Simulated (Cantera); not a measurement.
Feed: 1 mol CHF₃, 2.8 mol H₂, held at 2525 °C.

Method: chemical equilibrium by Gibbs-energy minimisation in Cantera with the NASA 1993 tables (ideal gas, pure condensed phases). Candidate condensed phases: C, C₆H₆, C₇H₈, C₈H₁₈; 95 gas species. Kinetics and transport are ignored.

Which condensed phases are stable at each of these points (P (Pa)): 1, 10, 100, 1000, 10000, 100000?


| P (Pa) | condensed phases | C condensed (%) |
|---|---|---|
| 1 | gas only | 0.0 |
| 10 | gas only | 0.0 |
| 100 | C(graphite) | 21.9 |
| 1000 | C(graphite) | 86.2 |
| 10000 | C(graphite) | 89.2 |
| 100000 | C(graphite) | 88.6 |

From 1.00 Pa to 10.0 Pa nothing is condensed. From 1.00 mbar to 1.00 bar the condensed part is C(graphite).
